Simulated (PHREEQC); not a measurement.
Solution (88 °C): 0.0031 mol KH2PO4, 0.0001 mol Na2SO4 and 0.26 mol KCl per kg of water. Closed to the air; pH follows from the charge balance.

The numbers come from PHREEQC with the ion-association model, phreeqc.dat.

| Item | Result |
|---|---|
| pH | 4.67 |
| ionic strength | 0.263 mol/kgw |
| activity of water | 0.991 |
| specific conductance | 80800 µS/cm |
| density | 0.979 g/cm³ |

```csv
species,molality,activity,log γ
K+,0.263,0.173,-0.182
Cl-,0.260,0.172,-0.179
H2PO4-,0.00305,0.00214,-0.154
Na+,0.000200,0.000141,-0.153
SO4-2,5.08e-5,1.14e-5,-0.649
KSO4-,4.90e-5,3.44e-5,-0.154
HPO4-2,3.60e-5,8.28e-6,-0.639
H+,2.81e-5,2.15e-5,-0.116
H3PO4,1.18e-5,1.26e-5,0.026
KHPO4-,3.98e-6,2.80e-6,-0.154
HSO4-,1.74e-7,1.23e-7,-0.151
OH-,2.57e-8,1.68e-8,-0.186
NaSO4-,1.59e-8,1.12e-8,-0.154
NaHPO4-,3.24e-9,2.27e-9,-0.154
```

This is a speciation only: nothing precipitates in the calculation. Species that the database lacks are ignored. At this temperature some constants are extrapolated from 25 °C, and those without enthalpy data are left unchanged.
